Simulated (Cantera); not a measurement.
A freely propagating, adiabatic, planar premixed flame of CH4 : C2H6 : C3H8 : O2 : N2 = 1 : 0.28 : 0.068 : 5.11 : 16.9 (molar parts), equivalence ratio 0.65, unburnt at 548 K and 0.100 bar; mixture-averaged transport, grid criteria slope 0.08 and curve 0.16, no radiation.

Detailed kinetics in Cantera: GRI-Mech 3.0 (53 species, 325 reactions). Burning velocities carry a grid error of a few per cent, more on coarse grids.

Task: Predict: laminar burning velocity; thermal thickness; peak x(HCO); peak x(H2); peak x(C2H2).

Result: 
```
Property                     Value
------------------------  --------
laminar burning velocity  134 cm/s
thermal thickness          2.76 mm
peak x(HCO)                5.87e-5
peak x(H2)                  0.0137
peak x(C2H2)               9.29e-5
```
